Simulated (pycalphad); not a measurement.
Computed with pycalphad from the COST 507 light-alloy database (1999), at 1 atm. The database dates from 1999; later assessments differ in places, in temperatures and in the compounds included.

## Sn-52.9Si (wt.%): equilibrium cooling sequence

```json
[
 {"T (°C)": "1370.9", "phases above": "liquid", "phases below": "diamond (Si) + liquid"},
 {"T (°C)": "231.9", "phases above": "diamond (Si) + liquid", "phases below": "bct (Sn) + diamond (Si)"}
]
```

Changes were sought between steps of 50 K, so a narrower field can be missed.
